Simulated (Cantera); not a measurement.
Cantera run:

```python
import numpy as np
import cantera as ct

gas_names = """
    AL ALBr ALBr3 ALH ALO ALOH ALO2 ALO2H AL2 AL2Br6 AL2O AL2O2 Br Br2 H HALO HBr HO2 H2 H2O H2O2 O OH
    O2 O3
""".split()
cond_names = """
    AL(cr) AL(L) ALBr3(s) ALBr3(L) AL2O3(a) AL2O3(L) Br2(cr) Br2(L) H2O(s) H2O(L)
""".split()


# ... load() reads the species with a 1 bar reference pressure and builds the phases ...
atoms = {
    'AlBr3': {'AL': 1, 'Br': 3},
    'O2': {'O': 2},
    'H2': {'H': 2},
}
top_T = {}  # K; cautious upper limits of use, not melting points


# ... equilibrate(T, P, feed) seeds the gas with the atoms and calls Mixture.equilibrate('TP', solver="vcs", rtol=1e-11, max_steps=5000) ...
results = []
T = 1950  # K
P = 24  # Pa
for m in [0.99, 1.2, 1.5, 1.9, 2.4, 2.9, 3.7, 4.6, 5.7, 7, 8.8]:
    feed = {'AlBr3': 1, 'O2': m, 'H2': 20}  # mol
    mix = equilibrate(T, P, feed)
    results.append((T, P, feed, dict(zip(mix.species_names, mix.species_moles))))

top = {s: max(r[3][s] / sum(r[3][g] for g in gas_names) for r in results) for s in gas_names}
cols = sorted((s for s in top if top[s] > 1e-05), key=lambda s: -top[s])[:7]
seen = [c for c in cond_names if any(r[3].get(c, 0) > 1e-12 for r in results)]
print("log10 of partial pressures in bar; condensed amounts in mol")
print(f"{'n(O2)':>10s}" + "".join(f"{s[:9]:>10s}" for s in cols + seen))
for T, P, feed, n in results:
    ng = sum(n[g] for g in gas_names)
    print(f"{feed['O2']:10.4g}" + "".join(f"{np.log10(max(n[s] / ng * P / 1e5, 1e-99)):10.3f}" for s in cols)
          + "".join(f"{n.get(c, 0):10.4g}" for c in seen))
```

It prints:

```
log10 of partial pressures in bar; condensed amounts in mol
     n(O2)        H2       H2O        Br         H       HBr        OH        O2  AL2O3(a)
      0.99    -3.725    -5.303    -4.670    -4.803    -5.024    -7.423   -10.572    0.4973
       1.2    -3.735    -5.035    -4.668    -4.808    -5.027    -7.150   -10.017    0.4989
       1.5    -3.749    -4.814    -4.666    -4.815    -5.032    -6.922    -9.547    0.4995
       1.9    -3.768    -4.629    -4.663    -4.825    -5.038    -6.727    -9.137    0.4997
       2.4    -3.794    -4.472    -4.659    -4.838    -5.047    -6.557    -8.772    0.4998
       2.9    -3.822    -4.357    -4.654    -4.852    -5.057    -6.429    -8.487    0.4999
       3.7    -3.870    -4.220    -4.648    -4.876    -5.074    -6.267    -8.116    0.4999
       4.6    -3.931    -4.105    -4.639    -4.906    -5.096    -6.122    -7.763    0.4999
       5.7    -4.019    -3.996    -4.628    -4.950    -5.129    -5.969    -7.370    0.4999
         7    -4.152    -3.896    -4.613    -5.017    -5.181    -5.803    -6.905    0.4999
       8.8    -4.429    -3.793    -4.589    -5.155    -5.295    -5.561    -6.145    0.4999
```

These are equilibrium values from Cantera (NASA tables, ideal gas, pure condensed phases), not measurements of a reactor.
